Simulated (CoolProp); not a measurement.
Saturation properties of C2F6 (R116) (Tc = 19.9 °C, pc = 30.48 bar, ω = 0.257).

Computed with CoolProp (reference Helmholtz-energy equation of state, Lemmon 2006). It is a short technical equation, of lower accuracy than the large ones.

```tsv
T (°C)	p (bar)	vapour density (kg/m³)	enthalpy of vaporisation (kJ/kg)	surface tension (mN/m)	liquid viscosity (µPa s)
-60.65	2.371	20.17	(withheld)	8.71	311
-56.85	2.795	23.63	107.0	8.21	292
-53.05	3.274	27.53	105.0	(withheld)	274
-49.25	3.814	31.93	103.0	(withheld)	257
-45.45	4.417	36.88	100.8	(withheld)	241
-41.65	5.089	(withheld)	98.57	6.26	227
-37.75	5.855	48.86	96.16	5.78	213
-33.95	(withheld)	55.88	93.71	5.31	199
-30.15	(withheld)	63.75	91.12	4.85	187
-26.35	8.588	72.58	88.40	4.40	(withheld)
```

Task: Fill in the missing entries.

Result: 
- -60.65, enthalpy of vaporisation (kJ/kg): 108.9
- -53.05, surface tension (mN/m): 7.71
- -49.25, surface tension (mN/m): 7.22
- -45.45, surface tension (mN/m): 6.74
- -41.65, vapour density (kg/m³): 42.45
- -33.95, p (bar): 6.681
- -30.15, p (bar): 7.590
- -26.35, liquid viscosity (µPa s): 175

It boils at -78.1 °C under 1 atm.

Viscosity comes from a separate model (Huber 2003), an estimate that may be off by 10 % or more. Surface tension comes from a separate correlation (Mulero 2012).
